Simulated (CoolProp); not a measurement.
Vapour-liquid equilibrium of toluene (1) + n-decane (2) at 198 kPa; x and y are mole fractions of (1).

Computed with CoolProp (multi-fluid Helmholtz-energy mixture model, Lemmon 2006 and Lemmon 2006; pair parameters Bell 2016).

**Question.** Give the bubble temperature and the first vapour's composition at x = 0.35, 0.575, 0.725. Is there an azeotrope?

**Answer.** x = 0.35: 167.3 °C, y = 0.704; x = 0.575: 153.1 °C, y = 0.863; x = 0.725: 146.1 °C, y = 0.923. No azeotrope shows between x = 0.05 and 0.95.

The pair parameters rest on a limited set of measurements; away from them the model extrapolates. The gap from Raoult's law changes sign with composition, which may be real or a fault of the pair parameters; it wasn't checked against measurements.
